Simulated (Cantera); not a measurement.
A Cantera script and its output.

```python
import numpy as np
import cantera as ct

gas = ct.Solution("gri30.yaml")
gas.TPX = 1175, 79000, {'N2O': 1, 'N2': 1.1, 'H2O': 0.0039}
reactor = ct.IdealGasConstPressureReactor(gas, energy="off", clone=False)
net = ct.ReactorNet([reactor])
net.rtol, net.atol = 1e-08, 1e-18
show = ['N2O', 'NO', 'NO2', 'N2', 'O2']
times = np.geomspace(5e-06, 70, 15)

steps = ct.SolutionArray(gas, extra=["t"])
rows = []
print(f"{'t/s':>10s}{'T/K':>9s}{'P/Pa':>11s}" + "".join(f"{s:>11s}" for s in show))
for t in times:
    while net.time < t:
        t_next = net.step()
        steps.append(gas.state, t=t_next)
    rows.append([np.interp(t, steps.t, y) for y in (steps.T, steps.P, *steps(*show).X.T)])
    print(f"{t:10.3e}{rows[-1][0]:9.1f}{rows[-1][1]:11.4g}" + "".join(f"{x:11.3e}" for x in rows[-1][2:]))
rate = np.gradient(steps.T, steps.t)
print("integrator steps:", len(steps.t))
if steps.T.max() > steps.T[0] + 200:
    print(f"time of steepest temperature rise: {steps.t[rate.argmax()]:.4e} s")
gas.TPX = 1175, 79000, {'N2O': 1, 'N2': 1.1, 'H2O': 0.0039}
gas.equilibrate("TP")
print(f"equilibrium (TP): T = {gas.T:.1f} K  " + "  ".join(f"{s} {gas[s].X[0]:.3e}" for s in show))
```

Result:

```
       t/s      T/K       P/Pa        N2O         NO        NO2         N2         O2
 5.000e-06   1175.0    7.9e+04  4.753e-01  8.623e-09  1.115e-15  5.228e-01  4.107e-08
 1.620e-05   1175.0    7.9e+04  4.753e-01  7.424e-08  8.213e-14  5.228e-01  3.536e-07
 5.246e-05   1175.0    7.9e+04  4.753e-01  4.692e-07  3.311e-12  5.228e-01  2.235e-06
 1.699e-04   1175.0    7.9e+04  4.753e-01  1.986e-06  6.674e-11  5.229e-01  9.458e-06
 5.505e-04   1175.0    7.9e+04  4.752e-01  6.928e-06  1.755e-09  5.229e-01  3.302e-05
 1.783e-03   1175.0    7.9e+04  4.750e-01  2.284e-05  8.671e-08  5.230e-01  1.093e-04
 5.776e-03   1175.0    7.9e+04  4.743e-01  7.233e-05  2.233e-06  5.234e-01  3.567e-04
 1.871e-02   1175.0    7.9e+04  4.721e-01  2.236e-04  1.660e-05  5.246e-01  1.157e-03
 6.060e-02   1175.0    7.9e+04  4.651e-01  7.093e-04  5.170e-05  5.286e-01  3.717e-03
 1.963e-01   1175.0    7.9e+04  4.434e-01  2.254e-03  8.695e-05  5.407e-01  1.168e-02
 6.358e-01   1175.0    7.9e+04  3.820e-01  6.569e-03  1.259e-04  5.752e-01  3.431e-02
 2.060e+00   1175.0    7.9e+04  2.469e-01  1.544e-02  1.904e-04  6.514e-01  8.437e-02
 6.671e+00   1175.0    7.9e+04  8.071e-02  2.406e-02  2.473e-04  7.463e-01  1.472e-01
 2.161e+01   1175.0    7.9e+04  6.204e-03  2.559e-02  2.715e-04  7.900e-01  1.765e-01
 7.000e+01   1175.0    7.9e+04  5.310e-06  2.541e-02  3.962e-04  7.937e-01  1.790e-01
integrator steps: 1691
equilibrium (TP): T = 1175.0 K  N2O 1.002e-08  NO 1.565e-04  NO2 2.532e-06  N2 8.064e-01  O2 1.919e-01
```

Model: GRI-Mech 3.0 (53 species, 325 reactions), integrated in Cantera. GRI-Mech 3.0 was tuned for natural gas; its chemistry of N2O as a main component is partial and can be far from experiment. The mechanism lacks the step 2 NO + O2 → 2 NO2, which can matter for NO2 below about 1400 K. The temperature is held fixed by assumption; the heat of reaction is taken as removed at once.
